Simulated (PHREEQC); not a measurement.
## Buffer: an equilibrium model

A solution holds 0.0051 mol NaH2PO4 and 0.016 mol Na2CO3 per kg of water, at 25 °C. Closed to the air; pH follows from the charge balance.

The numbers come from PHREEQC with the ion-association model, phreeqc.dat.

Each row changes one thing in this solution. This is a speciation only: nothing precipitates in the calculation.

```json
[
 {"case": "as made", "pH": "10.27", "ionic strength (mol/kgw)": "0.0476", "Na+ (mol/kgw)": "0.0344", "HPO4-2 (mol/kgw)": "0.00483", "NaHPO4- (mol/kgw)": "0.000152", "H2PO4- (mol/kgw)": "2.39e-6"},
 {"case": "Na2CO3 left out", "pH": "4.82", "ionic strength (mol/kgw)": "0.00514", "Na+ (mol/kgw)": "0.00510", "HPO4-2 (mol/kgw)": "2.63e-5", "NaHPO4- (mol/kgw)": "1.93e-7", "H2PO4- (mol/kgw)": "0.00506"},
 {"case": "temperature from 25 to 60 °C", "pH": "9.77", "ionic strength (mol/kgw)": "0.0405", "Na+ (mol/kgw)": "0.0311", "HPO4-2 (mol/kgw)": "0.00489", "NaHPO4- (mol/kgw)": "0.000138", "H2PO4- (mol/kgw)": "6.27e-6"},
 {"case": "temperature from 25 to 20 °C", "pH": "10.34", "ionic strength (mol/kgw)": "0.0486", "Na+ (mol/kgw)": "0.0348", "HPO4-2 (mol/kgw)": "0.00482", "NaHPO4- (mol/kgw)": "0.000153", "H2PO4- (mol/kgw)": "2.07e-6"},
 {"case": "temperature from 25 to 15 °C", "pH": "10.42", "ionic strength (mol/kgw)": "0.0493", "Na+ (mol/kgw)": "0.0352", "HPO4-2 (mol/kgw)": "0.00481", "NaHPO4- (mol/kgw)": "0.000155", "H2PO4- (mol/kgw)": "1.78e-6"},
 {"case": "temperature from 25 to 5 °C", "pH": "10.58", "ionic strength (mol/kgw)": "0.0507", "Na+ (mol/kgw)": "0.0358", "HPO4-2 (mol/kgw)": "0.00479", "NaHPO4- (mol/kgw)": "0.000157", "H2PO4- (mol/kgw)": "1.30e-6"},
 {"case": "NaH2PO4 from 0.0051 to 0.00102 mol/kgw", "pH": "10.85", "ionic strength (mol/kgw)": "0.0421", "Na+ (mol/kgw)": "0.0299", "HPO4-2 (mol/kgw)": "0.000915", "NaHPO4- (mol/kgw)": "2.59e-5", "H2PO4- (mol/kgw)": "1.21e-7"},
 {"case": "diluted 10-fold with water", "pH": "10.29", "ionic strength (mol/kgw)": "0.00501", "Na+ (mol/kgw)": "0.00366", "HPO4-2 (mol/kgw)": "0.000500", "NaHPO4- (mol/kgw)": "2.65e-6", "H2PO4- (mol/kgw)": "3.31e-7"}
]
```

Constants without temperature data keep their 25 °C values here.
